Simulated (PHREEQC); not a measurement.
Solution (92 °C): 0.052 mol ZnBr2 and 0.0012 mol H2S per kg of water. Closed to the air; pH follows from the charge balance.

Computed with PHREEQC (ion-association model, phreeqc.dat).

Each row changes one thing in this solution. This is a speciation only: nothing precipitates in the calculation.

```csv
case,pH,ionic strength (mol/kgw),H2S (mol/kgw),HS- (mol/kgw)
as made,3.03,0.155,2.09e-5,1.01e-8
temperature from 92 to 90 °C,3.03,0.155,2.09e-5,…
H2S from 0.0012 to 0.0006 mol/kgw,3.33,0.155,7.45e-6,7.13e-9
ZnBr2 from 0.052 to 0.026 mol/kgw,3.02,…,…,1.15e-8
ZnBr2 left out,4.72,1.90e-5,0.00118,1.89e-5
H2S from 0.0012 to 0.00024 mol/kgw,…,0.155,1.94e-6,4.51e-9
```

**Question.** Complete the blanks.

**Answer.** 
- temperature from 92 to 90 °C, HS- (mol/kgw): 1.00e-8
- ZnBr2 from 0.052 to 0.026 mol/kgw, ionic strength (mol/kgw): 0.0772
- ZnBr2 from 0.052 to 0.026 mol/kgw, H2S (mol/kgw): 2.72e-5
- H2S from 0.0012 to 0.00024 mol/kgw, pH: 3.71

Some of these states are supersaturated (in Sphalerite (slow to form), for instance). At this temperature some constants are extrapolated from 25 °C, and those without enthalpy data are left unchanged.
